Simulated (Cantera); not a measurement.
A closed system holds: 1 mol MgSO₄, 3.8 mol H₂O, 0.07 mol H₂, held at 725 K and 350 Pa.

These are equilibrium values from Cantera (NASA tables, ideal gas, pure condensed phases), not measurements of a reactor. Candidate condensed phases: H₂O, H₂SO₄, Mg, MgO, Mg(OH)₂, MgS, MgSO₄, S; 26 gas species. Kinetics and transport are ignored.

Base state: H₂O 0.982, SO₂ 0.0178 (mole fractions); condensed: MgO(s) + MgSO₄(s).

Q: What changes in the equilibrium state with this change: H₂ from 0.07 to 5.8 mol?

A: 
| species | before | after |
|---|---|---|
| H₂O | 0.982 | 0.708 |
| H₂ | 7.87e-7 | 0.188 |
| H₂S | <1e-9 | 0.104 |
| SO₂ | 0.0178 | 6.32e-9 |
| MgO(s), mol | 0.0700 | 1.00 |
| MgSO₄(s), mol | 0.930 | 0 |
